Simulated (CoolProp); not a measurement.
C2F6 (R116) along the isotherm 309.5 K: Z from the reference equation and from simpler models built on Tc = 293.0 K, pc = 3048 kPa, ω = 0.257; each cubic takes its own stable root.

Model: reference Helmholtz-energy equation of state, Lemmon 2006, in CoolProp. It is a short technical equation, of lower accuracy than the large ones.

| p (kPa) | phase | reference |
|---|---|---|
| 1170 | gas | 0.8850 |
| 2340 | gas | 0.7438 |
| 3520 | supercritical | 0.5471 |
| 4690 | supercritical | 0.3399 |
| 5860 | supercritical | 0.3465 |
| 7030 | supercritical | 0.3837 |
| 8210 | supercritical | 0.4262 |
| 9380 | supercritical | 0.4697 |
| 10500 | supercritical | 0.5117 |
| 11700 | supercritical | 0.5566 |
| 12900 | supercritical | 0.6013 |
| 14100 | supercritical | 0.6457 |
| 15200 | supercritical | 0.6860 |

**Question.** How far does each simpler model (van der Waals, Redlich-Kwong, Soave-Redlich-Kwong, Peng-Robinson) lie from the reference over these 13 states: mean and median of the absolute difference, and the worst?

**Answer.** 
- van der Waals: mean 20.9 %, median 27.6 %, worst +28.6 % at 309.5 K and 15200 kPa
- Redlich-Kwong: mean 4.8 %, median 4.6 %, worst +9.1 % at 309.5 K and 5860 kPa
- Soave-Redlich-Kwong: mean 6.9 %, median 6.4 %, worst +15.1 % at 309.5 K and 4690 kPa
- Peng-Robinson: mean 3.5 %, median 3.1 %, worst +6.9 % at 309.5 K and 4690 kPa
